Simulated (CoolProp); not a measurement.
50 sccm (0 °C, 1 atm) of nitrogen bubbles through liquid ethanol at 322.7 K and leaves saturated at a total pressure of 0.15 MPa (ideal gas phase). Each further row changes one setting.

Model: reference Helmholtz-energy equation of state, Schroeder 2014, in CoolProp.

```tsv
case	vapour pressure (kPa)	mole fraction of vapour	delivery (mg/min)	delivery (sccm)	change of delivery for a bath 1 K warmer (%)
as stated	28.8	0.192	24.4	11.9	6.2
bath temperature 327.7 K	36.5	0.243	33.0	16.1	6.4
total pressure 0.3 MPa	28.8	0.0959	10.9	5.31	5.5
```
